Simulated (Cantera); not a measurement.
A Cantera script and what it prints.

```python
import numpy as np
import cantera as ct

gas_names = """
    H H2 Si SiH SiH2 SiH3 SiH4 Si2 Si3
""".split()
cond_names = """
    Si(cr) Si(L)
""".split()


# ... load() reads the species with a 1 bar reference pressure and builds the phases ...
atoms = {
    'SiH4': {'Si': 1, 'H': 4},
    'H2': {'H': 2},
}
top_T = {}  # K; cautious upper limits of use, not melting points


# ... equilibrate(T, P, feed) seeds the gas with the atoms and calls Mixture.equilibrate('TP', solver="vcs", rtol=1e-11, max_steps=5000) ...
results = []
feed = {'SiH4': 1, 'H2': 31}  # mol
for P in [100, 320, 1000, 3200, 10000, 32000, 100000]:
    for T in [925, 1075, 1225, 1375, 1525, 1675, 1825, 1975, 2125, 2275, 2425]:
        mix = equilibrate(T, P, feed)
        results.append((T, P, feed, dict(zip(mix.species_names, mix.species_moles))))

for T, P, feed, n in results:
    print(f"{T:7g} {P:10.4g}  " + (" + ".join(c for c in cond_names if n.get(c, 0) > 1e-12) or "gas only"))
```

Output:

```
    925        100  Si(cr)
   1075        100  Si(cr)
   1225        100  Si(cr)
   1375        100  Si(cr)
   1525        100  Si(cr)
   1675        100  Si(cr)
   1825        100  Si(L)
   1975        100  gas only
   2125        100  gas only
   2275        100  gas only
   2425        100  gas only
    925        320  Si(cr)
   1075        320  Si(cr)
   1225        320  Si(cr)
   1375        320  Si(cr)
   1525        320  Si(cr)
   1675        320  Si(cr)
   1825        320  Si(L)
   1975        320  Si(L)
   2125        320  gas only
   2275        320  gas only
   2425        320  gas only
    925       1000  Si(cr)
   1075       1000  Si(cr)
   1225       1000  Si(cr)
   1375       1000  Si(cr)
   1525       1000  Si(cr)
   1675       1000  Si(cr)
   1825       1000  Si(L)
   1975       1000  Si(L)
   2125       1000  Si(L)
   2275       1000  gas only
   2425       1000  gas only
    925       3200  Si(cr)
   1075       3200  Si(cr)
   1225       3200  Si(cr)
   1375       3200  Si(cr)
   1525       3200  Si(cr)
   1675       3200  Si(cr)
   1825       3200  Si(L)
   1975       3200  Si(L)
   2125       3200  Si(L)
   2275       3200  Si(L)
   2425       3200  gas only
    925      1e+04  Si(cr)
   1075      1e+04  Si(cr)
   1225      1e+04  Si(cr)
   1375      1e+04  Si(cr)
   1525      1e+04  Si(cr)
   1675      1e+04  Si(cr)
   1825      1e+04  Si(L)
   1975      1e+04  Si(L)
   2125      1e+04  Si(L)
   2275      1e+04  Si(L)
   2425      1e+04  gas only
    925    3.2e+04  Si(cr)
   1075    3.2e+04  Si(cr)
   1225    3.2e+04  Si(cr)
   1375    3.2e+04  Si(cr)
   1525    3.2e+04  Si(cr)
   1675    3.2e+04  Si(cr)
   1825    3.2e+04  Si(L)
   1975    3.2e+04  Si(L)
   2125    3.2e+04  Si(L)
   2275    3.2e+04  Si(L)
   2425    3.2e+04  Si(L)
    925      1e+05  Si(cr)
   1075      1e+05  Si(cr)
   1225      1e+05  Si(cr)
   1375      1e+05  Si(cr)
   1525      1e+05  Si(cr)
   1675      1e+05  Si(cr)
   1825      1e+05  Si(L)
   1975      1e+05  Si(L)
   2125      1e+05  Si(L)
   2275      1e+05  Si(L)
   2425      1e+05  Si(L)
```

Equilibrium computed with Cantera from the NASA thermochemical tables; the gas is ideal and each condensed phase is pure.
